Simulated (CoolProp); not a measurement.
Vapour-liquid equilibrium of R13 (1) + CHF3 (R23) (2) at 0.405 bar; x and y are mole fractions of (1).

The numbers come from the multi-fluid Helmholtz-energy mixture model, Platzer 1990 and Penoncello 2003; pair parameters Bell 2016 in CoolProp. This equation is an older, rougher fit; its heat capacities, sound speeds and derivatives of the liquid may be far off and weren't checked against measurements.

Task: Give the bubble temperature and the first vapour's composition at x = 0.05, 0.125, 0.875. Is there an azeotrope?

Result: x = 0.05: -98.6 °C, y = 0.177; x = 0.125: -100.5 °C, y = 0.321; x = 0.875: -100.7 °C, y = 0.705. y crosses x between x = 0.5 and 0.575: the model has an azeotrope there.

Pair parameters are fitted to limited data, so mixtures are less certain than the pure fluids.
